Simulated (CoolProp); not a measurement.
Vapour-liquid equilibrium of hydrogen sulfide (1) + n-butane (2) at 9.49 bar; x and y are mole fractions of (1).

The numbers come from the multi-fluid Helmholtz-energy mixture model, Lemmon 2006 and Bücker 2006; pair parameters Kunz 2012 in CoolProp.

Question: Give the bubble temperature and the first vapour's composition at x = 0.05, 0.2, 0.95. Is there an azeotrope?

Answer: x = 0.05: 336.5 K, y = 0.263; x = 0.2: 306.4 K, y = 0.689; x = 0.95: 271.4 K, y = 0.982. No azeotrope shows between x = 0.05 and 0.95.

The pair parameters rest on a limited set of measurements; away from them the model extrapolates.
